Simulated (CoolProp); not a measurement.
Properties of n-heptane along the isobar 1.91 bar (Tc = 268.1 °C, pc = 27.74 bar, ω = 0.349).

Computed with CoolProp (reference Helmholtz-energy equation of state, Span 2003). It is a short technical equation, of lower accuracy than the large ones.

```
T (°C)  phase       Z  Joule-Thomson coefficient (K/MPa)  isothermal compressibility (1/MPa)  conductivity (mW/(m K))
------  -----  ------  ---------------------------------  ----------------------------------  -----------------------
160.15    gas  0.9432                              18.07                               5.570                     26.1
181.05    gas     [?]                              15.04                               5.508                     28.4
201.85    gas  0.9600                              12.71                               5.462                     30.7
222.65    gas  0.9660                              10.87                               5.426                      [?]
243.55    gas  0.9708                              9.383                               5.397                      [?]
264.35    gas     [?]                              8.185                               5.374                     38.1
285.15    gas  0.9781                              7.200                               5.355                     40.7
306.05    gas  0.9809                              6.377                               5.339                     43.3
326.85    gas  0.9833                                [?]                               5.325                      [?]
```

Problem. Some entries are withheld; supply them.

Solution. 
- 181.05, Z: 0.9526
- 222.65, conductivity (mW/(m K)): 33.1
- 243.55, conductivity (mW/(m K)): 35.6
- 264.35, Z: 0.9748
- 326.85, Joule-Thomson coefficient (K/MPa): 5.688
- 326.85, conductivity (mW/(m K)): 45.9

Thermal conductivity comes from a separate model (Assael 2013).
